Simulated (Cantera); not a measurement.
Input (Python, Cantera):

```python
import numpy as np
import cantera as ct

gas = ct.Solution("gri30.yaml")
gas.TPX = 500, 65000, {'CH4': 1, 'C2H6': 0.045, 'O2': 3.22, 'N2': 12.1}
inlet = ct.Reservoir(gas, clone=True)
gas.equilibrate("HP")  # start burning
reactor = ct.IdealGasConstPressureReactor(gas, energy="on", clone=False)
exhaust = ct.Reservoir(gas, clone=True)
tau = [0.027, 0.009, 0.003, 0.001, 0.00035, 0.00012, 4e-05, 1.3e-05, 4.5e-06][0]
for a, b in ((inlet, reactor), (reactor, exhaust)):
    ct.MassFlowController(a, b, mdot=lambda t: reactor.mass / tau)
net = ct.ReactorNet([reactor])
show = ['CH4', 'C2H6', 'O2', 'C2H4', 'N2O', 'HCO']

rows = []
print(f"{'tau/s':>10s}{'T/K':>9s}" + "".join(f"{s:>11s}" for s in show))
for tau in [0.027, 0.009, 0.003, 0.001, 0.00035, 0.00012, 4e-05, 1.3e-05, 4.5e-06]:
    net.initial_time = 0.0
    net.advance(30 * tau)
    before = gas.X
    net.advance(40 * tau)
    drift = np.max(np.abs(gas.X - before) / (gas.X + 1e-9))
    rows.append([gas.T, *gas[show].X, drift])
    print(f"{tau:10.3e}{gas.T:9.1f}" + "".join(f"{x:11.3e}" for x in gas[show].X))
```

Output:

```
     tau/s      T/K        CH4       C2H6         O2       C2H4        N2O        HCO
 2.700e-02   1914.2  1.671e-05  1.721e-07  6.478e-02  4.148e-07  3.253e-07  9.930e-08
 9.000e-03   1887.2  3.420e-05  3.779e-07  6.528e-02  6.891e-07  3.029e-07  3.089e-07
 3.000e-03   1842.9  7.310e-05  8.353e-07  6.635e-02  9.908e-07  2.502e-07  9.411e-07
 1.000e-03   1777.0  1.724e-04  1.977e-06  6.847e-02  1.363e-06  1.986e-07  2.781e-06
 3.500e-04   1689.5  4.740e-04  5.356e-06  7.284e-02  2.263e-06  1.564e-07  7.728e-06
 1.200e-04    500.0  6.111e-02  2.750e-03  1.968e-01 -3.193e-17 -3.670e-21  1.794e-33
 4.000e-05    500.0  6.111e-02  2.750e-03  1.968e-01 -6.903e-19 -7.935e-23 -7.294e-35
 1.300e-05    500.0  6.111e-02  2.750e-03  1.968e-01 -3.486e-21 -4.007e-25 -3.691e-37
 4.500e-06    500.0  6.111e-02  2.750e-03  1.968e-01 -2.202e-22 -2.531e-26 -2.332e-38
```

Computed with Cantera and GRI-Mech 3.0 (53 species, 325 reactions).
